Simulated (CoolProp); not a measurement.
The numbers come from the reference Helmholtz-energy equation of state, Lemmon 2005 in CoolProp. It is a short technical equation, of lower accuracy than the large ones.

**Question.** Give the vapour pressure (bar), liquid density (kg/m³), vapour density (kg/m³), enthalpy of vaporisation (kJ/kg) of saturated isobutene at 91.25 °C.

**Answer.** 
| T (°C) | p (bar) | liquid density (kg/m³) | vapour density (kg/m³) | enthalpy of vaporisation (kJ/kg) |
|---|---|---|---|---|
| 91.25 | 15.4 | 489 | 39.2 | 263 |
